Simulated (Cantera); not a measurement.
Charge: 1 mol CsCl, 3.3 mol H₂O, 440 mol N₂, 0.62 mol H₂, held at 2200 K.

Cantera equilibrium calculation (NASA polynomials, part measured and part estimated; ideal gas, pure solids and liquids). Candidate condensed phases: Cs, CsCl, CsOH, H₂O, NH₄Cl; 37 gas species. Rates play no part.

x: gas mole fraction; nothing condenses.

```
P (Pa)   x N₂       x H      x O     x H₂O
------  -----  --------  -------  --------
0.100   0.971    0.0173  0.00718   2.19e-8
1       0.971    0.0171  0.00686   2.04e-6
10      0.973    0.0151        …  0.000127
100     0.979   0.00836        …   0.00169
1000    0.985   0.00273        …   0.00446
10000   0.988  0.000762        …   0.00621
100000  0.988  0.000219        …   0.00695
```

Task: Fill in the missing entries.

Result: 
- 10, x O: 0.00540
- 100, x O: 0.00237
- 1000, x O: 0.000585
- 10000, x O: 0.000105
- 100000, x O: 1.42e-5
